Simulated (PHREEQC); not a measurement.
## Reverse-osmosis permeate: an equilibrium model

A made-up water analysis in mg/kgw, 25 °C, pH 6.72, pe 1.7: Na 1.65; K 0.0141; Ca 2.06; Mg 5.68; Cl 2.01; S(6) as SO4 5.46; Alkalinity as HCO3 26.9; Br 0.0266; Zn 0.0377; B 0.176; Fe(2) 0.573; F 0.227; Li 0.000629.

Valence states are taken as typed.

The numbers come from PHREEQC with the ion-association model, phreeqc.dat.

```yaml
ionic_strength: 0.000982 mol/kgw
charge_balance_error: 3.2 %
```

| species | molality | activity | log γ |
|---|---|---|---|
| HCO3- | 0.000439 | 0.000424 | -0.015 |
| Mg+2 | 0.000230 | 0.000200 | -0.060 |
| CO2 | 0.000181 | 0.000182 | 0.000 |
| Na+ | 7.17e-5 | 6.93e-5 | -0.015 |
| Cl- | 5.67e-5 | 5.47e-5 | -0.015 |
| SO4-2 | 5.42e-5 | 4.71e-5 | -0.061 |
| Ca+2 | 5.08e-5 | 4.42e-5 | -0.061 |
| H3BO3 | 1.62e-5 | 1.62e-5 | 0.000 |

This is a speciation only: nothing precipitates in the calculation. Real BF4- forms and hydrolyses slowly; the run takes it at equilibrium. Fluoro complexes past AlF4- and FeF3 are missing from the database.
